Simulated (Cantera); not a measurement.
Feed: 1 mol Si3N4, 0.15 mol O2, a varied amount of N2, held at 2.60 Pa.

Cantera equilibrium calculation (NASA polynomials, part measured and part estimated; ideal gas, pure solids and liquids). Candidate condensed phases: Si, SiO2, Si2N2O, Si3N4; 16 gas species. Mutual solubility and eutectic melting of coexisting phases are not modelled. Kinetics and transport are ignored.

Stable condensed phases, one row left out:

```
T in K \ n(N2) in mol
          10  15  23  35  53  80 120
   2073    A   A   A   A   A   A   A
   1998    A   A   A   A   A   A   A
   1923    A   A   A   A   A   A   A
   1848    A   A   A   A   A   A   A
   1773    B   B   B   A   A   A   A
   1698    B   B   B   B   B   B   A
   1623    B   B   B   B   B   B   B
   1548    B   B   B   B   B   B   B
   1398    C   C   C   C   C   C   C
```

A: gas only; B: Si; C: Si2N2O + Si3N4.

### Question
Give the row for 1473 K.

### Answer
10: Si + Si2N2O; 15: Si; 23: Si; 35: Si; 53: Si; 80: Si; 120: Si.
